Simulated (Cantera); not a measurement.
# Premixed flame

A freely propagating, adiabatic, planar premixed flame of 55.7 % H₂, 9.31 % O₂, 34.9 % N₂, equivalence ratio 3.0, unburnt at 448 K and 820000 Pa; mixture-averaged transport, grid criteria slope 0.08 and curve 0.16, no radiation.

Model: the H2/O2 subset of GRI-Mech 3.0, which has no nitrogen chemistry, integrated in Cantera. The hydrogen kinetics of GRI-Mech 3.0 are dated; newer H2 mechanisms differ, most at raised pressure. Burning velocities carry a grid error of a few per cent, more on coarse grids.

```csv
z (mm),T (K),u (m/s),x H₂,x O₂,x OH,x H,x H₂O₂,x O
-0.105,448,3.44,0.557,0.0931,<1e-8,<1e-8,<1e-8,<1e-8
-0.0703,448,3.44,0.557,0.0931,<1e-8,<1e-8,<1e-8,<1e-8
-0.0527,450,3.45,0.557,0.0932,<1e-8,<1e-8,5.48e-8,<1e-8
-0.0352,461,3.52,0.554,0.0938,<1e-8,<1e-8,1.27e-6,7.16e-8
-0.0176,617,4.55,0.532,0.0943,2.70e-5,4.05e-5,6.45e-5,7.27e-6
-0.00879,929,6.65,0.499,0.0822,0.000333,0.00166,0.000110,9.08e-5
0,1270,8.95,0.458,0.0571,0.000552,0.00812,4.45e-5,0.000341
0.00879,1502,10.6,0.425,0.0307,0.000739,0.0162,7.72e-6,0.000442
0.0176,1629,11.4,0.405,0.0139,0.000758,0.0208,2.39e-6,0.000292
0.0352,1734,12.2,0.394,0.00258,0.000669,0.0210,6.50e-7,7.82e-5
0.0703,1801,12.6,0.396,0.000173,0.000534,0.0156,1.30e-7,1.87e-5
0.141,1848,12.9,0.400,5.63e-6,0.000362,0.00962,3.88e-8,6.71e-6
0.281,1878,13.1,0.403,6.15e-7,0.000215,0.00535,1.33e-8,2.16e-6
```
x: mole fraction of selected species; z is measured from the peak of heat release.

```
Property                      Value
------------------------  ---------
laminar burning velocity   344 cm/s
thermal thickness         0.0352 mm
peak x(OH)                 0.000766
peak x(H)                    0.0218
peak x(H₂O₂)               0.000112
peak x(O)                  0.000451
```
